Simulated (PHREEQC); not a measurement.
Solution (20 °C): 0.019 mol/kgw NH4HF2. Closed to the air; pH follows from the charge balance.

Computed with PHREEQC (ion-association model, wateq4f.dat).

No solid was allowed to form.

**Question.** Predict the pH, ionic strength.

**Answer.** pH 3.15; ionic strength 0.0198 mol/kgw.

**Question.** In which forms is F present?

**Answer.** F- 49 %, HF 41 %, HF2- 5.7 %, H2F2 4.0 % of the F.
